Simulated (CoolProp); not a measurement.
Vapour-liquid equilibrium of p-xylene (1) + n-nonane (2) at 0.908 MPa; x and y are mole fractions of (1).

The numbers come from the multi-fluid Helmholtz-energy mixture model, Zhou 2012 and Lemmon 2006; pair parameters Bell 2016 in CoolProp.

**Question.** Give the bubble temperature and the first vapour's composition at x = 0.2, 0.5, 0.95. Is there an azeotrope?

**Answer.** x = 0.2: 528.2 K, y = 0.226; x = 0.5: 524.1 K, y = 0.537; x = 0.95: 518.4 K, y = 0.957. No azeotrope shows between x = 0.05 and 0.95.

Pair parameters are fitted to limited data, so mixtures are less certain than the pure fluids.
